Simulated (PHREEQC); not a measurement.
Solution (60 °C): 0.038 mol/kgw HF, 0.013 mol/kgw NaOH and 0.092 mol/kgw NaCl. Closed to the air; pH follows from the charge balance.

All values are PHREEQC results (ion-association model, phreeqc.dat), not measurements.

| quantity | before | after |
|---|---|---|
| pH | 3.07 | 3.15 |
| ionic strength (mol/kgw) | 0.106 | 0.0137 |
| HF (mol/kgw) | 0.0227 | 0.0229 |
| F- (mol/kgw) | 0.0124 | 0.0125 |
| HF2- (mol/kgw) | 0.00123 | 0.00126 |
| NaF (mol/kgw) | 0.000417 | 7.17e-5 |

Task: Which change was made?
A) NaOH from 0.013 to 0.0195 mol/kgw
B) temperature from 60 to 50 °C
C) NaCl replaced by Na2CO3 at the same molality
D) temperature from 60 to 55 °C
E) NaCl left out

Result: E, NaCl left out

No solid was allowed to form. Constants without temperature data keep their 25 °C values here.
